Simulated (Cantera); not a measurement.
A diamond (100) surface in a fixed gas of H2 with x(CH4) = 0.003, x(H) = 0.0089, x(CH3) = 0.00024, 0.0120 bar; coverages are run to steady state.

Detailed kinetics in Cantera: the Harris–Goodwin 1993 mechanism for the reconstructed diamond (100) surface.

θ: site fractions in the mechanism's names (c6HH fully hydrogenated, c6H* and c6*H radical sites, c6** diradical, c6HM methylated).

| T (K) | growth (µm/h) | θ c6HH | θ c6H* | θ c6*H | θ c6** | θ c6HM |
|---|---|---|---|---|---|---|
| 925 | 1.01 | 0.651 | 0.0119 | 0.307 | 0.00529 | 0.0196 |
| 1000 | 1.38 | [?] | [?] | [?] | [?] | [?] |
| 1075 | 1.39 | 0.527 | 0.0251 | 0.422 | 0.0156 | 0.00714 |
| 1150 | 0.889 | 0.473 | 0.0329 | 0.467 | 0.0236 | 0.00241 |
| 1225 | 0.540 | 0.424 | 0.0410 | 0.501 | 0.0333 | 0.000592 |
| 1300 | 0.484 | 0.381 | 0.0491 | 0.525 | 0.0446 | 0.000137 |
| 1375 | 0.475 | [?] | [?] | 0.541 | [?] | [?] |

Problem. What belongs in the gaps?

Solution. 
- 1000, θ c6HH: 0.586
- 1000, θ c6H*: 0.0180
- 1000, θ c6*H: 0.368
- 1000, θ c6**: 0.00951
- 1000, θ c6HM: 0.0132
- 1375, θ c6HH: 0.345
- 1375, θ c6H*: 0.0570
- 1375, θ c6**: 0.0570
- 1375, θ c6HM: 3.18e-5
